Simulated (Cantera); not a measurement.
# C₂H₂ + CO₂ + H₂ (carbon deposition, reforming and gasification)

A closed system holds: 1 mol C₂H₂, 0.087 mol CO₂, 3.1 mol H₂, equilibrated at 2448 K and 41.0 bar.

Cantera equilibrium calculation (NASA polynomials, part measured and part estimated; ideal gas, pure solids and liquids). Candidate condensed phases: C, C₆H₆, C₇H₈, C₈H₁₈, H₂O; 110 gas species. The ideal-gas law is rough above about 30 bar. The numbers say what is thermodynamically allowed, not how fast it happens.

```yaml
x(H₂): 0.941
x(CO): 0.0409
x(C₂H₂ (acetylene)): 0.00814
x(CH₄): 0.00594
x(H): 0.00302
x(CH₃): 0.000346
x(C₂H₄): 0.000276
x(H₂O): 4.37e-5
x(C₄H₂): 2.90e-5
n(C(graphite)): 1.81 mol
gas_amount: 4.253 mol
```
